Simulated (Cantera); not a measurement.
Cantera run:

```python
import numpy as np
import cantera as ct

gas_names = [...]  # 118 gases of nasa_gas.yaml made of C, Cl, F, H
cond_names = """
    C(gr) C6H6(L) C7H8(L) C8H18(L),n-octa
""".split()


# ... load() reads the species with a 1 bar reference pressure and builds the phases ...
atoms = {
    'CF4': {'C': 1, 'F': 4},
    'HCl': {'H': 1, 'CL': 1},
}
top_T = {'C(gr)': 4500}  # K; cautious upper limits of use, not melting points


# ... equilibrate(T, P, feed) seeds the gas with the atoms and calls Mixture.equilibrate('TP', solver="vcs", rtol=1e-11, max_steps=5000) ...
results = []
feed = {'CF4': 1, 'HCl': 0.19}  # mol
T = 650  # K
P = 1.5  # Pa
mix = equilibrate(T, P, feed)
results.append((T, P, feed, dict(zip(mix.species_names, mix.species_moles))))
print(gas.report(threshold=1e-06))
for i in range(1, mix.n_phases):
    print(f"{mix.phase(i).name:16s} {mix.phase_moles(i):12.5e} mol")
```

Output:

```
       temperature   650 K
          pressure   1.5 Pa
           density   2.1872e-05 kg/m^3
  mean mol. weight   78.803 kg/kmol
   phase of matter   gas

                          1 kg             1 kmol
                     ---------------   ---------------
          enthalpy       -9.6923e+06       -7.6378e+08  J
   internal energy       -9.7609e+06       -7.6919e+08  J
           entropy            5058.6        3.9864e+05  J/K
    Gibbs function        -1.298e+07       -1.0229e+09  J
 heat capacity c_p            999.38             78754  J/K
 heat capacity c_v            893.87             70440  J/K

                      mass frac. Y      mole frac. X     chem. pot. / RT
                     ---------------   ---------------   ---------------
             CCLF3         0.0028544         0.0021534           -184.75
            CCL2F2        2.2236e-05        1.4493e-05           -152.04
               CF4           0.91429            0.8187           -217.46
                CL        2.1957e-06        4.8808e-06             -21.4
               CL2          0.019034          0.021156             -42.8
               HCL          0.052498           0.11347           -53.679
                HF          0.011298            0.0445           -86.387
     [ +111 minor]        2.8426e-07        1.6112e-07

C(gr)             1.27240e-02 mol
```

Method: chemical equilibrium by Gibbs-energy minimisation in Cantera with the NASA 1993 tables (ideal gas, pure condensed phases). Condensed phases not in the tables: fluorocarbon polymer. Gases not in the tables: C2F6 and larger saturated fluorocarbons.
